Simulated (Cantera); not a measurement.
Stirred combustor or abatement burner

A perfectly stirred reactor is fed with 19.5 % CO, 8.98 % H₂, 13.0 % O₂, 48.8 % N₂, 9.76 % H₂O, equivalence ratio 1.1, at 10.0 bar; it is adiabatic with a 750 K inlet, and is followed from long to short residence time, starting on the burning branch (τ in s: 0.045, 0.021, 0.0098, 0.0046, 0.0021, 0.001, 0.00047, 0.00022, 0.0001, 4.8e-05, 2.2e-05, 1e-05, 4.9e-06).

Cantera simulation using GRI-Mech 3.0 (53 species, 325 reactions); the numbers are that mechanism's predictions, not measurements. The hydrogen kinetics of GRI-Mech 3.0 are dated; newer H2 mechanisms differ, most at raised pressure.

```tsv
τ (s)	T (K)	x CO	x H₂	x O₂	x HO₂	x NO₂
0.045	2531	0.0376	0.00660	0.00473	2.30e-6	1.19e-6
0.021	2530	0.0377	0.00662	0.00484	2.36e-6	1.14e-6
0.0098	2529	0.0378	0.00665	0.00506	2.48e-6	1.06e-6
0.0046	2526	0.0383	0.00673	0.00547	2.70e-6	9.29e-7
0.0021	2518	0.0392	0.00690	0.00622	3.13e-6	7.30e-7
0.0010	2504	0.0408	0.00721	0.00736	3.86e-6	5.32e-7
0.00047	2478	0.0437	0.00778	0.00912	5.18e-6	3.69e-7
0.00022	2437	0.0480	0.00866	0.0117	7.58e-6	2.52e-7
0.00010	2377	0.0542	0.00994	0.0152	1.22e-5	1.66e-7
4.8e-5	2303	0.0615	0.0114	0.0194	2.03e-5	1.12e-7
2.2e-5	2204	0.0714	0.0132	0.0251	3.62e-5	7.69e-8
1.0e-5	2073	0.0853	0.0148	0.0329	6.79e-5	5.63e-8
4.9e-6	1903	0.107	0.0158	0.0448	0.000133	3.95e-8
```
x: mole fraction; the columns are a selection and need not sum to one.
